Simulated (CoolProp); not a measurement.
Toluene along the isotherm 360.5 K: fugacity coefficient from the reference equation and from simpler models built on Tc = 591.7 K, pc = 41.26 bar, ω = 0.266; each cubic takes its own stable root.

Values from CoolProp's reference Helmholtz-energy equation of state, Lemmon 2006. It is a short technical equation, of lower accuracy than the large ones.

```json
[
 {"p (bar)": "1.38", "phase": "liquid", "reference": "0.3534", "van der Waals": "0.9689", "Redlich-Kwong": "0.6955", "Soave-Redlich-Kwong": "0.3494", "Peng-Robinson": "0.3557"},
 {"p (bar)": "2.75", "phase": "liquid", "reference": "0.1783", "van der Waals": "0.9379", "Redlich-Kwong": "0.3511", "Soave-Redlich-Kwong": "0.1764", "Peng-Robinson": "0.1794"},
 {"p (bar)": "4.13", "phase": "liquid", "reference": "0.1193", "van der Waals": "0.8647", "Redlich-Kwong": "0.2352", "Soave-Redlich-Kwong": "0.1181", "Peng-Robinson": "0.1201"},
 {"p (bar)": "5.5", "phase": "liquid", "reference": "0.09008", "van der Waals": "0.6551", "Redlich-Kwong": "0.1777", "Soave-Redlich-Kwong": "0.08924", "Peng-Robinson": "0.09065"},
 {"p (bar)": "6.88", "phase": "liquid", "reference": "0.07239", "van der Waals": "0.5284", "Redlich-Kwong": "0.1429", "Soave-Redlich-Kwong": "0.07176", "Peng-Robinson": "0.07285"},
 {"p (bar)": "8.25", "phase": "liquid", "reference": "0.06069", "van der Waals": "0.4446", "Redlich-Kwong": "0.1199", "Soave-Redlich-Kwong": "0.06019", "Peng-Robinson": "0.06107"},
 {"p (bar)": "9.63", "phase": "liquid", "reference": "0.05226", "van der Waals": "0.3843", "Redlich-Kwong": "0.1034", "Soave-Redlich-Kwong": "0.05187", "Peng-Robinson": "0.05259"},
 {"p (bar)": "11", "phase": "liquid", "reference": "0.04600", "van der Waals": "0.3394", "Redlich-Kwong": "0.09104", "Soave-Redlich-Kwong": "0.04568", "Peng-Robinson": "0.04628"},
 {"p (bar)": "12.4", "phase": "liquid", "reference": "0.04102", "van der Waals": "0.3038", "Redlich-Kwong": "0.08126", "Soave-Redlich-Kwong": "0.04076", "Peng-Robinson": "0.04127"},
 {"p (bar)": "13.8", "phase": "liquid", "reference": "0.03706", "van der Waals": "0.2755", "Redlich-Kwong": "0.07347", "Soave-Redlich-Kwong": "0.03685", "Peng-Robinson": "0.03728"},
 {"p (bar)": "15.1", "phase": "liquid", "reference": "0.03404", "van der Waals": "0.2539", "Redlich-Kwong": "0.06753", "Soave-Redlich-Kwong": "0.03386", "Peng-Robinson": "0.03424"},
 {"p (bar)": "16.5", "phase": "liquid", "reference": "0.03132", "van der Waals": "0.2345", "Redlich-Kwong": "0.06218", "Soave-Redlich-Kwong": "0.03117", "Peng-Robinson": "0.03150"},
 {"p (bar)": "17.9", "phase": "liquid", "reference": "0.02902", "van der Waals": "0.2181", "Redlich-Kwong": "0.05767", "Soave-Redlich-Kwong": "0.02891", "Peng-Robinson": "0.02919"},
 {"p (bar)": "19.3", "phase": "liquid", "reference": "0.02706", "van der Waals": "0.2041", "Redlich-Kwong": "0.05381", "Soave-Redlich-Kwong": "0.02697", "Peng-Robinson": "0.02722"},
 {"p (bar)": "20.6", "phase": "liquid", "reference": "0.02548", "van der Waals": "0.1928", "Redlich-Kwong": "0.05071", "Soave-Redlich-Kwong": "0.02541", "Peng-Robinson": "0.02562"}
]
```

At some of these states van der Waals gives the other phase, because its saturation line lies elsewhere.
